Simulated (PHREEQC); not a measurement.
Consider water at 25 °C with 0.0057 mol FeCl3, 0.00022 mol NiCl2 and 0.16 mol H2SO4 per kg of water. Closed to the air; pH follows from the charge balance.

The numbers come from PHREEQC with the ion-association model, wateq4f.dat.

```tsv
quantity	before	after
pH	0.83	1.43
ionic strength (mol/kgw)	0.222	0.0555
HSO4- (mol/kgw)	0.131	0.0204
SO4-2 (mol/kgw)	0.0233	0.0104
FeSO4+ (mol/kgw)	0.00260	0.000835
FeHSO4+2 (mol/kgw)	0.00248	0.000153
SI of Hematite (Fe2O3)	-0.18	+2.86
SI of Goethite (FeOOH)	-1.09	+0.43
```

Question: What was changed between the two runs?
A. 0.0061 mol/kgw KCl added
B. FeCl3 from 0.0057 to 0.00855 mol/kgw
C. NiCl2 from 0.00022 to 0.00011 mol/kgw
D. diluted 5-fold with water

Answer: D, diluted 5-fold with water

No solid was allowed to form. Some of these states are supersaturated (in Hematite (slow to form), Goethite (slow to form), for instance).
